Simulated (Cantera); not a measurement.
A Cantera script and what it prints.

```python
import numpy as np
import cantera as ct

gas_names = """
    CL CL2 H HCL H2 Si SiCL SiCL2 SiCL3 SiCL4 SiH SiHCL3 SiH2 SiH2CL2 SiH3 SiH3CL SiH4 Si2 Si3
""".split()
cond_names = """
    Si(cr) Si(L)
""".split()


# ... load() reads the species with a 1 bar reference pressure and builds the phases ...
atoms = {
    'Si3H8': {'Si': 3, 'H': 8},
    'Cl2': {'CL': 2},
    'H2': {'H': 2},
    'HCl': {'H': 1, 'CL': 1},
}
top_T = {}  # K; cautious upper limits of use, not melting points


# ... equilibrate(T, P, feed) seeds the gas with the atoms and calls Mixture.equilibrate('TP', solver="vcs", rtol=1e-11, max_steps=5000) ...
results = []
T = 1250  # K
P = 101325  # Pa
for m in [0.14, 0.17, 0.2, 0.24, 0.3, 0.36, 0.43, 0.52, 0.63, 0.76, 0.91, 1.1]:
    feed = {'Si3H8': 1, 'Cl2': 0.087, 'H2': 7.9, 'HCl': m}  # mol
    mix = equilibrate(T, P, feed)
    results.append((T, P, feed, dict(zip(mix.species_names, mix.species_moles))))
    x = sorted(zip(gas.X, gas.species_names), reverse=True)
    print(f"T = {T:g} K  P = {P:g} Pa  n(HCl) = {m:g} mol  gas = {mix.phase_moles(0):.4g} mol")
    print("   x: " + "  ".join(f"{s} {v:.3e}" for v, s in x if v > 0.0001))
    print("   condensed (mol): " + ("  ".join(f"{mix.phase(i).name} {mix.phase_moles(i):.4g}"
          for i in range(1, mix.n_phases) if mix.phase_moles(i) > 1e-12) or "none"))
```

Result:

```
T = 1250 K  P = 101325 Pa  n(HCl) = 0.14 mol  gas = 12.1 mol
   x: H2 9.795e-01  HCL 1.755e-02  SiHCL3 1.089e-03  SiCL2 7.916e-04  SiCL4 5.484e-04  SiH2CL2 2.942e-04  SiCL3 2.463e-04
   condensed (mol): Si(cr) 2.964
T = 1250 K  P = 101325 Pa  n(HCl) = 0.17 mol  gas = 12.13 mol
   x: H2 9.780e-01  HCL 1.851e-02  SiHCL3 1.278e-03  SiCL2 8.812e-04  SiCL4 6.796e-04  SiH2CL2 3.270e-04  SiCL3 2.892e-04
   condensed (mol): Si(cr) 2.958
T = 1250 K  P = 101325 Pa  n(HCl) = 0.2 mol  gas = 12.15 mol
   x: H2 9.766e-01  HCL 1.939e-02  SiHCL3 1.472e-03  SiCL2 9.689e-04  SiCL4 8.216e-04  SiH2CL2 3.590e-04  SiCL3 3.335e-04
   condensed (mol): Si(cr) 2.952
T = 1250 K  P = 101325 Pa  n(HCl) = 0.24 mol  gas = 12.19 mol
   x: H2 9.748e-01  HCL 2.048e-02  SiHCL3 1.738e-03  SiCL2 1.083e-03  SiCL4 1.026e-03  SiH2CL2 4.005e-04  SiCL3 3.940e-04
   condensed (mol): Si(cr) 2.943
T = 1250 K  P = 101325 Pa  n(HCl) = 0.3 mol  gas = 12.24 mol
   x: H2 9.723e-01  HCL 2.195e-02  SiHCL3 2.146e-03  SiCL4 1.362e-03  SiCL2 1.247e-03  SiCL3 4.871e-04  SiH2CL2 4.602e-04
   condensed (mol): Si(cr) 2.93
T = 1250 K  P = 101325 Pa  n(HCl) = 0.36 mol  gas = 12.28 mol
   x: H2 9.699e-01  HCL 2.327e-02  SiHCL3 2.560e-03  SiCL4 1.726e-03  SiCL2 1.404e-03  SiCL3 5.820e-04  SiH2CL2 5.168e-04
   condensed (mol): Si(cr) 2.916
T = 1250 K  P = 101325 Pa  n(HCl) = 0.43 mol  gas = 12.34 mol
   x: H2 9.672e-01  HCL 2.464e-02  SiHCL3 3.049e-03  SiCL4 2.182e-03  SiCL2 1.579e-03  SiCL3 6.939e-04  SiH2CL2 5.796e-04
   condensed (mol): Si(cr) 2.9
T = 1250 K  P = 101325 Pa  n(HCl) = 0.52 mol  gas = 12.41 mol
   x: H2 9.640e-01  HCL 2.620e-02  SiHCL3 3.678e-03  SiCL4 2.809e-03  SiCL2 1.792e-03  SiCL3 8.385e-04  SiH2CL2 6.553e-04
   condensed (mol): Si(cr) 2.878
T = 1250 K  P = 101325 Pa  n(HCl) = 0.63 mol  gas = 12.5 mol
   x: H2 9.602e-01  HCL 2.787e-02  SiHCL3 4.443e-03  SiCL4 3.623e-03  SiCL2 2.035e-03  SiCL3 1.015e-03  SiH2CL2 7.413e-04
   condensed (mol): Si(cr) 2.851
T = 1250 K  P = 101325 Pa  n(HCl) = 0.76 mol  gas = 12.6 mol
   x: H2 9.561e-01  HCL 2.958e-02  SiHCL3 5.335e-03  SiCL4 4.639e-03  SiCL2 2.302e-03  SiCL3 1.221e-03  SiH2CL2 8.351e-04
   condensed (mol): Si(cr) 2.819
T = 1250 K  P = 101325 Pa  n(HCl) = 0.91 mol  gas = 12.72 mol
   x: H2 9.515e-01  HCL 3.128e-02  SiHCL3 6.344e-03  SiCL4 5.863e-03  SiCL2 2.588e-03  SiCL3 1.456e-03  SiH2CL2 9.344e-04
   condensed (mol): Si(cr) 2.781
T = 1250 K  P = 101325 Pa  n(HCl) = 1.1 mol  gas = 12.87 mol
   x: H2 9.460e-01  HCL 3.314e-02  SiHCL3 7.587e-03  SiCL4 7.470e-03  SiCL2 2.922e-03  SiCL3 1.746e-03  SiH2CL2 1.049e-03
   condensed (mol): Si(cr) 2.732
```

Cantera equilibrium calculation (NASA polynomials, part measured and part estimated; ideal gas, pure solids and liquids). The feed counts by its element totals alone. The tables' values for SiCl3 are old estimates; treat these amounts as uncertain.
